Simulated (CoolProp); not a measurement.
Vapour-liquid equilibrium of propane (1) + n-pentane (2) at 278 K; x and y are mole fractions of (1).

The numbers come from the multi-fluid Helmholtz-energy mixture model, Lemmon 2009 and Thol 2019; pair parameters Kunz 2012 in CoolProp.

| x | bubble pressure (MPa) | y at the bubble point | dew pressure at overall composition x (MPa) | liquid density (mol/L) |
|---|---|---|---|---|
| 0.05 | 0.06136 | 0.521 | 0.03191 | 8.962 |
| 0.15 | 0.1190 | 0.771 | 0.03555 | 9.154 |
| 0.25 | 0.1726 | 0.855 | 0.04010 | 9.388 |
| 0.35 | 0.2236 | 0.899 | 0.04599 | 9.661 |
| 0.45 | 0.2729 | 0.927 | 0.05388 | 9.969 |
| 0.55 | 0.3215 | 0.946 | 0.06501 | 10.30 |
| 0.65 | 0.3698 | 0.961 | 0.08186 | 10.66 |
| 0.75 | 0.4184 | 0.974 | 0.1103 | 11.02 |
| 0.85 | 0.4682 | 0.985 | 0.1678 | 11.38 |
| 0.95 | 0.5207 | 0.995 | 0.3322 | 11.70 |

No azeotrope shows between x = 0.05 and 0.95.

Pair parameters are fitted to limited data, so mixtures are less certain than the pure fluids. The gap from Raoult's law changes sign with composition, which may be real or a fault of the pair parameters; it wasn't checked against measurements.
